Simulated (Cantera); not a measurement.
An isothermal, constant-pressure homogeneous reactor starts with H2 : O2 : N2 = 1.1 : 1 : 1.9 (molar parts), equivalence ratio 0.55, at 1175 K and 100.0 Torr.

Model: the H2/O2 subset of GRI-Mech 3.0, which has no nitrogen chemistry, integrated in Cantera. The temperature is held fixed by assumption; the heat of reaction is taken as removed at once.

x: mole fraction; the columns are a selection and need not sum to one.

| t (s) | x H2 | x O2 | x H2O2 | x OH | x HO2 |
|---|---|---|---|---|---|
| 8.00e-6 | 0.275 | 0.250 | 2.23e-12 | 2.60e-10 | 3.14e-9 |
| 5.50e-5 | 0.275 | 0.250 | 1.14e-10 | 1.90e-8 | 2.63e-8 |
| 0.000378 | 0.0271 | 0.140 | [?] | 0.00709 | 2.77e-5 |
| 0.00260 | 0.000647 | 0.130 | [?] | 0.000812 | 1.37e-5 |
| 0.0179 | 1.10e-5 | 0.130 | [?] | 0.000120 | 6.14e-7 |
| 0.123 | 6.27e-7 | 0.130 | [?] | 3.31e-5 | 4.86e-8 |
| 0.846 | 7.25e-8 | 0.130 | [?] | 1.17e-5 | 9.02e-9 |
| 5.82 | 1.94e-8 | 0.130 | 8.64e-10 | 5.80e-6 | 7.51e-9 |
| 40.0 | 1.82e-8 | 0.130 | 8.02e-10 | 5.57e-6 | 7.62e-9 |

Problem. Some entries are withheld; supply them.

Solution. 
- 0.000378, x H2O2: 2.11e-6
- 0.00260, x H2O2: 1.87e-6
- 0.0179, x H2O2: 1.86e-7
- 0.123, x H2O2: 2.22e-8
- 0.846, x H2O2: 3.23e-9
